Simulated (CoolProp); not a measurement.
Tetrahydrofuran along the isotherm 293.5 K: density (kg/m³) from the reference equation and from simpler models built on Tc = 540.2 K, pc = 5.304 MPa, ω = 0.234; each cubic takes its own stable root.

Computed with CoolProp (reference Helmholtz-energy equation of state, Fiedler 2023).

| p (MPa) | phase | reference | van der Waals | Redlich-Kwong | Soave-Redlich-Kwong | Peng-Robinson |
|---|---|---|---|---|---|---|
| 0.663 | liquid | 887.6 | 545.2 | 806.7 | 824.2 | 928.4 |
| 1.33 | liquid | 888.2 | 546.5 | 807.5 | 824.9 | 929.0 |
| 1.99 | liquid | 888.7 | 547.7 | 808.4 | 825.5 | 929.7 |
| 2.65 | liquid | 889.3 | 548.9 | 809.2 | 826.2 | 930.3 |
| 3.32 | liquid | 889.8 | 550.1 | 810.1 | 826.8 | 930.9 |
| 3.98 | liquid | 890.4 | 551.2 | 810.9 | 827.5 | 931.5 |
| 4.64 | liquid | 890.9 | 552.3 | 811.7 | 828.1 | 932.1 |
| 5.3 | liquid | 891.5 | 553.4 | 812.5 | 828.8 | 932.7 |
| 5.97 | liquid | 892.0 | 554.5 | 813.3 | 829.4 | 933.2 |
| 6.63 | liquid | 892.5 | 555.5 | 814.1 | 830.0 | 933.8 |
| 7.29 | liquid | 893.1 | 556.5 | 814.8 | 830.6 | 934.4 |
| 7.96 | liquid | 893.6 | 557.5 | 815.6 | 831.2 | 935.0 |
